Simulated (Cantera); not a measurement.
A closed system holds: 1 mol Si, 0.79 mol F2, at 577 °C and 550 Pa.

These are equilibrium values from Cantera (NASA tables, ideal gas, pure condensed phases), not measurements of a reactor. Candidate condensed phases: Si; 9 gas species. The tables' values for SiF3 are old estimates; treat these amounts as uncertain. The numbers say what is thermodynamically allowed, not how fast it happens.

Base state: SiF4 1.000, SiF3 0.000166 (mole fractions); condensed: Si(s).

Question: What changes in the equilibrium state with this change: F2 from 0.79 to 4.3 mol?

Answer: 
| species | before | after |
|---|---|---|
| F2 | <1e-9 | 0.551 |
| SiF4 | 1.000 | 0.277 |
| F | <1e-9 | 0.172 |
| SiF3 | 0.000166 | <1e-9 |
| Si(s), mol | 0.605 | 0 |
